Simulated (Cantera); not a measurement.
Gas-phase reforming

An isothermal, constant-pressure homogeneous reactor starts with CH4 : CO2 : H2 = 1 : 1.4 : 0.87 (molar parts), at 2200 K and 4.93 atm.

Computed with Cantera and GRI-Mech 3.0 (53 species, 325 reactions).

```json
[
 {"t (s)": "0.000500", "x CH4": "0.0103", "x CO2": "0.0339", "x H2": "0.361", "x CH3": "0.000854", "x H2O": "0.177"},
 {"t (s)": "0.00113", "x CH4": "0.00758", "x CO2": "0.0246", "x H2": "0.406", "x CH3": "0.000582", "x H2O": "0.133"},
 {"t (s)": "0.00256", "x CH4": "0.00457", "x CO2": "0.0173", "x H2": "0.444", "x CH3": "0.000333", "x H2O": "0.0958"},
 {"t (s)": "0.00580", "x CH4": "0.00197", "x CO2": "0.0130", "x H2": "0.468", "x CH3": "0.000139", "x H2O": "0.0732"},
 {"t (s)": "0.0131", "x CH4": "0.000301", "x CO2": "0.0115", "x H2": "0.478", "x CH3": "2.10e-5", "x H2O": "0.0651"},
 {"t (s)": "0.0297", "x CH4": "7.33e-7", "x CO2": "0.0113", "x H2": "0.479", "x CH3": "5.11e-8", "x H2O": "0.0645"},
 {"t (s)": "0.0673", "x CH4": "2.46e-7", "x CO2": "0.0113", "x H2": "0.479", "x CH3": "1.72e-8", "x H2O": "0.0645"},
 {"t (s)": "0.152", "x CH4": "2.46e-7", "x CO2": "0.0113", "x H2": "0.479", "x CH3": "1.72e-8", "x H2O": "0.0645"},
 {"t (s)": "0.345", "x CH4": "2.46e-7", "x CO2": "0.0113", "x H2": "0.479", "x CH3": "1.72e-8", "x H2O": "0.0645"},
 {"t (s)": "0.781", "x CH4": "2.46e-7", "x CO2": "0.0113", "x H2": "0.479", "x CH3": "1.72e-8", "x H2O": "0.0645"},
 {"t (s)": "1.77", "x CH4": "2.46e-7", "x CO2": "0.0113", "x H2": "0.479", "x CH3": "1.72e-8", "x H2O": "0.0645"},
 {"t (s)": "4.00", "x CH4": "2.46e-7", "x CO2": "0.0113", "x H2": "0.479", "x CH3": "1.72e-8", "x H2O": "0.0645"}
]
```
x: mole fraction; the columns are a selection and need not sum to one.

Equilibrium at this temperature and pressure: CH4 2.79e-7, CO2 0.0113, H2 0.479, CH3 1.95e-8, H2O 0.0645 (gas phase only).
